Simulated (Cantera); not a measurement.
Feed: 1 mol MgSO₄, 0.7 mol C, 3.4 mol H₂O, held at 750 Torr.

Cantera equilibrium calculation (NASA polynomials, part measured and part estimated; ideal gas, pure solids and liquids). Candidate condensed phases: C, C₆H₆, C₇H₈, C₈H₁₈, H₂O, H₂SO₄, Mg, MgCO₃, MgO, Mg(OH)₂, MgS, MgSO₄, S; 130 gas species. Gases not in the tables: S₃ to S₇. Rates play no part. All values below are at 1073 K.

Base state: H₂O 0.665, SO₂ 0.169, CO₂ 0.140, H₂S 0.0145, S₂ 0.00789, H₂ 0.00251, S₂O 0.000615, CO 0.000487 (mole fractions); condensed: MgO(s).

Q: What changes in the equilibrium state with this change: C from 0.7 to 0.0068 mol?

A: 
| species | before | after |
|---|---|---|
| H₂O | 0.665 | 0.993 |
| SO₂ | 0.169 | 0.00436 |
| CO₂ | 0.140 | 0.00199 |
| H₂S | 0.0145 | <1e-9 |
| S₂ | 0.00789 | <1e-9 |
| S₂O | 0.000615 | <1e-9 |
| CO | 0.000487 | <1e-9 |
| O₂ | <1e-9 | 0.000191 |
| MgO(s), mol | 1.00 | 0.0151 |
| MgSO₄(s), mol | 0 | 0.985 |
Mutual solubility and eutectic melting of coexisting phases are not modelled.
